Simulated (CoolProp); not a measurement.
Properties of nitrogen along the isotherm 231.6 K.

Values from CoolProp's reference Helmholtz-energy equation of state, Span 2000.

```json
[
 {"p (MPa)": "4.24", "phase": "supercritical", "density (kg/m³)": "64.43", "cv (kJ/(kg K))": "0.7626", "Joule-Thomson coefficient (K/MPa)": "3.066", "isothermal compressibility (1/MPa)": "0.2444", "Prandtl number": "0.783", "fugacity coefficient": "0.9549"},
 {"p (MPa)": "8.49", "phase": "supercritical", "density (kg/m³)": "132.5", "cv (kJ/(kg K))": "0.7801", "Joule-Thomson coefficient (K/MPa)": "2.439", "isothermal compressibility (1/MPa)": "0.1214", "Prandtl number": "0.839", "fugacity coefficient": "0.9189"},
 {"p (MPa)": "12.7", "phase": "supercritical", "density (kg/m³)": "198.7", "cv (kJ/(kg K))": "0.7937", "Joule-Thomson coefficient (K/MPa)": "1.811", "isothermal compressibility (1/MPa)": "0.07646", "Prandtl number": "0.891", "fugacity coefficient": "0.8930"},
 {"p (MPa)": "17", "phase": "supercritical", "density (kg/m³)": "260.4", "cv (kJ/(kg K))": "0.8039", "Joule-Thomson coefficient (K/MPa)": "1.257", "isothermal compressibility (1/MPa)": "0.05140", "Prandtl number": "0.919", "fugacity coefficient": "0.8769"},
 {"p (MPa)": "21.2", "phase": "supercritical", "density (kg/m³)": "312.4", "cv (kJ/(kg K))": "0.8113", "Joule-Thomson coefficient (K/MPa)": "0.8377", "isothermal compressibility (1/MPa)": "0.03646", "Prandtl number": "0.930", "fugacity coefficient": "0.8705"},
 {"p (MPa)": "25.5", "phase": "supercritical", "density (kg/m³)": "357.3", "cv (kJ/(kg K))": "0.8177", "Joule-Thomson coefficient (K/MPa)": "0.5202", "isothermal compressibility (1/MPa)": "0.02677", "Prandtl number": "0.934", "fugacity coefficient": "0.8723"},
 {"p (MPa)": "29.7", "phase": "supercritical", "density (kg/m³)": "394.3", "cv (kJ/(kg K))": "0.8232", "Joule-Thomson coefficient (K/MPa)": "0.2922", "isothermal compressibility (1/MPa)": "0.02056", "Prandtl number": "0.937", "fugacity coefficient": "0.8811"},
 {"p (MPa)": "34", "phase": "supercritical", "density (kg/m³)": "426.5", "cv (kJ/(kg K))": "0.8286", "Joule-Thomson coefficient (K/MPa)": "0.1186", "isothermal compressibility (1/MPa)": "0.01626", "Prandtl number": "0.938", "fugacity coefficient": "0.8963"}
]
```

Viscosity comes from a separate model (Lemmon 2004). Thermal conductivity comes from a separate model (Lemmon 2004).
